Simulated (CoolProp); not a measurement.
Vapour-liquid equilibrium of R125 (1) + propane (2) at -2.55 °C; x and y are mole fractions of (1).

The numbers come from the multi-fluid Helmholtz-energy mixture model, Lemmon 2005 and Lemmon 2009; pair parameters Bell 2016 in CoolProp.

```csv
x,bubble pressure (bar),y at the bubble point,dew pressure at overall composition x (bar),liquid density (mol/L)
0.05,5.242,0.185,4.593,11.94
0.2,6.716,0.416,5.326,11.59
0.35,7.322,0.509,6.255,11.31
0.5,7.573,0.569,7.272,11.10
0.65,7.624,0.631,7.601,10.99
0.8,7.412,0.721,7.093,10.98
0.95,6.652,0.897,6.406,11.05
```

y crosses x between x = 0.5 and 0.65: the model has an azeotrope there.

Pair parameters are fitted to limited data, so mixtures are less certain than the pure fluids.
